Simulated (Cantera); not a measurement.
A closed system holds: 1 mol CH₃F, 0.065 mol F₂, 0.21 mol H₂, held at 0.00700 bar.

These are equilibrium values from Cantera (NASA tables, ideal gas, pure condensed phases), not measurements of a reactor. Candidate condensed phases: C, C₆H₆, C₇H₈, C₈H₁₈; 95 gas species. Rates play no part.

Question: At 2450 °C, list the 4 most abundant gas species with their mole fractions, and the condensed phases.

Answer: HF 0.404, H 0.355, H₂ 0.229, C₂H₂ (acetylene) 0.00587. Condensed: C(graphite).
